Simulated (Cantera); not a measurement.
Gas mixture: 100 % C2H6, at 0.000440 bar, frozen composition.

Cantera's kinetic-theory transport with the Lennard-Jones parameters of GRI-Mech 3.0, ideal gas; thermal conductivity in the mixture-averaged form. The composition is frozen, though it would react at the higher temperatures.

D: mixture-averaged diffusion coefficient of that species in the mixture.

```csv
T (K),ρ (kg/m³),cp (J/kg/K),μ (µPa s),λ (mW/m/K),Pr,D (cm²/s) CH4,D (cm²/s) NO,D (cm²/s) H
400,0.000398,2167,12.3,35.6,0.750,620,566,3250
500,0.000318,2585,15.0,51.7,0.750,929,842,4860
600,0.000265,2972,17.4,69.0,0.751,1280,1160,6720
700,0.000227,3308,…,…,0.751,…,…,…
800,0.000199,3591,21.8,105,0.749,2120,1900,11100
900,0.000177,3837,23.8,122,0.748,2590,2320,13600
1000,0.000159,4080,25.7,…,0.751,…,…,…
1100,0.000145,4276,27.6,157,0.751,3650,3250,19100
1200,0.000133,4449,29.3,174,0.750,4230,3760,22200
```

### Question
Fill in the missing entries.

### Answer

- 700, μ (µPa s): 19.7
- 700, λ (mW/m/K): 86.8
- 700, D (cm²/s) CH4: 1680
- 700, D (cm²/s) NO: 1510
- 700, D (cm²/s) H: 8810
- 1000, λ (mW/m/K): 140
- 1000, D (cm²/s) CH4: 3100
- 1000, D (cm²/s) NO: 2770
- 1000, D (cm²/s) H: 16300
